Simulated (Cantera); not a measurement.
An isothermal, constant-pressure homogeneous reactor starts with 0.226 % CO, 0.254 % O₂, 5.28 % H₂O, 94.2 % N₂, equivalence ratio 0.44, at 900 K and 263 Torr.

Computed with Cantera and GRI-Mech 3.0 (53 species, 325 reactions).

Q: Predict: x(CO) at 2.00 s; x(O₂) at 2.00 s; x(H₂O) at 2.00 s; x(OH) at 2.00 s; x(O) at 2.00 s.

A: 
* **x(CO) at 2.00 s**: 0.00119 (gas-phase equilibrium <1e-12)
* **x(O₂) at 2.00 s**: 0.00206 (gas-phase equilibrium 0.00141)
* **x(H₂O) at 2.00 s**: 0.0527 (gas-phase equilibrium 0.0528)
* **x(OH) at 2.00 s**: 5.99e-7 (gas-phase equilibrium 3.56e-9)
* **x(O) at 2.00 s**: 4.28e-7 (gas-phase equilibrium <1e-12)
